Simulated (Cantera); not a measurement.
A perfectly stirred reactor is fed with CH4 : H2 : N2 = 0.01 : 1 : 0.005 (molar parts), at 1330 Pa; it is held at 2000 K, and followed from long to short residence time.

Model: GRI-Mech 3.0 (53 species, 325 reactions), integrated in Cantera. GRI-Mech 3.0 stops at C3 and has no aromatics, soot or wall deposition, so with more carbon than oxygen in the feed, carbon stays in small species such as C2H2 where larger ones or solid carbon would form. Radical loss at walls, strong at low pressure, is not modelled.

Q: What does this change do: temperature 2000 to 3000 K?

A: 
```
quantity                  before     after
----------------------  --------  --------
x(CH4) at τ = 7.00 s    0.000339   2.70e-8
x(H2) at τ = 7.00 s        0.978     0.284
x(C2H) at τ = 7.00 s     1.08e-6  0.000652
x(C2H4) at τ = 7.00 s    5.32e-7   1.02e-9
x(CH2) at τ = 7.00 s     1.32e-6   4.75e-6
x(CH4) at τ = 99.0 ms    0.00472   2.35e-6
x(H2) at τ = 99.0 ms       0.981     0.621
x(C2H) at τ = 99.0 ms    2.61e-7  0.000337
x(C2H4) at τ = 99.0 ms   7.16e-6   3.45e-8
x(CH2) at τ = 99.0 ms    4.36e-6   2.28e-5
```
